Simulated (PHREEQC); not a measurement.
Dissolve 0.018 mol/kgw CuCl2, 0.00012 mol/kgw HBF4 and 0.00089 mol/kgw Na2CO3 at 20 °C. Closed to the air; pH follows from the charge balance.

Equilibrium calculation in PHREEQC: ion-association model, wateq4f.dat.

Precipitation was switched off in this run.

Question: Predict the pH.

Answer: pH 5.52.

Question: In which forms is Cl present?

Answer: Cl- 98 %, CuCl+ 1.6 % of the Cl.

Examples of supersaturated solids here: Atacamite, Malachite. Others may be too. Real BF4- forms and hydrolyses slowly; the run takes it at equilibrium.
